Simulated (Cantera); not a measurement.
**SiO2 + Al2O3 + H2 (silicates and aluminates)**

Feed: 1 mol SiO2, 2 mol Al2O3, 2.4 mol H2, equilibrated at 1 atm.

Cantera equilibrium calculation (NASA polynomials, part measured and part estimated; ideal gas, pure solids and liquids). Candidate condensed phases: Al, Al2O3, Al2SiO5, Al6Si2O13, H2O, Si, SiO2; 28 gas species. Mutual solubility and eutectic melting of coexisting phases are not modelled. Condensed phases not in the tables: alloys, solid solutions and most ternary compounds. Kinetics and transport are ignored.

| T (K) | x H2 | x H2O | x SiO | x H | n Al2O3(s) | n Al2SiO5(andalusite) | n Al6Si2O13(mullite) |
|---|---|---|---|---|---|---|---|
| 1075 | 1.00 | 2.57e-8 | 1.09e-9 | 1.46e-8 | 1.00 | 1.00 | 0 |
| 1125 | 1.00 | 5.53e-8 | 8.10e-9 | 4.41e-8 | 0.500 | 0 | 0.500 |
| 1175 | 1.00 | 1.16e-7 | 4.43e-8 | 1.22e-7 | 0.500 | 0 | 0.500 |
| 1225 | 1.000 | 2.64e-7 | 1.83e-7 | 3.10e-7 | 0.500 | 0 | 0.500 |
| 1275 | 1.000 | 6.50e-7 | 5.81e-7 | 7.32e-7 | 0.500 | 0 | 0.500 |
| 1325 | 1.000 | 1.61e-6 | 1.56e-6 | 1.62e-6 | 0.500 | 0 | 0.500 |
| 1375 | 1.000 | 3.84e-6 | 3.80e-6 | 3.40e-6 | 0.500 | 0 | 0.500 |
| 1425 | 1.000 | 8.66e-6 | 8.63e-6 | 6.78e-6 | 0.500 | 0 | 0.500 |
| 1475 | 1.000 | 1.85e-5 | 1.84e-5 | 1.29e-5 | 0.500 | 0 | 0.500 |
| 1525 | 1.000 | 3.75e-5 | 3.74e-5 | 2.35e-5 | 0.500 | 0 | 0.500 |
| 1575 | 1.000 | 7.26e-5 | 7.26e-5 | 4.13e-5 | 0.500 | 0 | 0.500 |
| 1625 | 1.000 | 0.000135 | 0.000135 | 7.01e-5 | 0.500 | 0 | 0.500 |
x: gas mole fraction; n: condensed amount in mol.

At 1075 K the condensed part is Al2O3(s) + Al2SiO5(andalusite). From 1125 K to 1625 K the condensed part is Al2O3(s) + Al6Si2O13(mullite). The main Si-bearing gas is SiH4 at 1075 K and SiO at 1625 K.
